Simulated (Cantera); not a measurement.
Feed: 1 mol PbO, 0.092 mol CO, 2.2 mol N₂, equilibrated at 750 Torr.

Cantera equilibrium calculation (NASA polynomials, part measured and part estimated; ideal gas, pure solids and liquids). Candidate condensed phases: C, Pb, PbO, PbO₂, Pb₃O₄; 27 gas species. Each liquid is taken as pure. Mutual solubility and eutectic melting of coexisting phases are not modelled. Gases not in the tables: (PbO)n polymers. Kinetics and transport are ignored.

x: gas mole fraction; n: condensed amount in mol.

| T (K) | x N₂ | x CO₂ | x Pb | x PbO | x CO | n Pb(l) | n PbO(yellow) | n PbO(l) |
|---|---|---|---|---|---|---|---|---|
| 873 | 0.960 | 0.0401 | 6.36e-7 | 2.36e-9 | … | 0.0920 | 0.908 | 0 |
| 923 | 0.960 | 0.0401 | 2.54e-6 | 1.89e-8 | … | 0.0920 | 0.908 | 0 |
| 973 | 0.960 | 0.0401 | 8.75e-6 | 1.21e-7 | … | 0.0920 | 0.908 | 0 |
| 1023 | 0.960 | 0.0401 | 2.67e-5 | 6.43e-7 | … | 0.0919 | 0.908 | 0 |
| 1073 | 0.960 | 0.0401 | 7.31e-5 | 2.91e-6 | … | 0.0918 | 0.908 | 0 |
| 1123 | 0.960 | 0.0401 | 0.000183 | 1.14e-5 | … | 0.0916 | 0.908 | 0 |
| 1173 | 0.959 | 0.0401 | 0.000422 | 3.86e-5 | … | 0.0910 | 0 | 0.908 |
| 1223 | 0.959 | 0.0401 | 0.000908 | 0.000108 | … | 0.0899 | 0 | 0.908 |
| 1273 | 0.958 | 0.0400 | 0.00184 | 0.000280 | … | 0.0877 | 0 | 0.907 |
| 1323 | 0.956 | 0.0399 | 0.00352 | 0.000667 | … | 0.0838 | 0 | 0.907 |
| 1373 | 0.952 | 0.0398 | 0.00641 | 0.00149 | … | 0.0771 | 0 | 0.905 |
| 1423 | 0.946 | 0.0395 | 0.0112 | 0.00313 | … | 0.0658 | 0 | 0.901 |

### Question
Fill in the missing entries.

### Answer

- 873, x CO: 1.34e-6
- 923, x CO: 2.16e-6
- 973, x CO: 3.32e-6
- 1023, x CO: 4.91e-6
- 1073, x CO: 7.01e-6
- 1123, x CO: 9.72e-6
- 1173, x CO: 1.36e-5
- 1223, x CO: 1.99e-5
- 1273, x CO: 2.85e-5
- 1323, x CO: 3.97e-5
- 1373, x CO: 5.40e-5
- 1423, x CO: 7.18e-5
